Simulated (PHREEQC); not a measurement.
**Acid mine or pickling water (model solution)**

A made-up water analysis in mmol/kgw, 20 °C, pH 3.54, pe 9.7: Na 11.7; K 0.186; Ca 13.8; Mg 1.28; Cl 12.8; S(6) 14.1; Cd 0.931; Li 0.00551; Ni 0.632.

Cl is adjusted to close the charge balance.
Valence states are taken as typed.

Model: ion-association model, wateq4f.dat, run in PHREEQC.

Precipitation was switched off in this run.

Predict the ionic strength.

ionic strength 0.0575 mol/kgw.

In which forms is Cd present?

Cd+2 44 %, CdCl+ 31 %, CdSO4 22 %, Cd(SO4)2-2 2.4 %, CdCl2 1.4 % of the Cd.

Species that the database lacks are ignored.
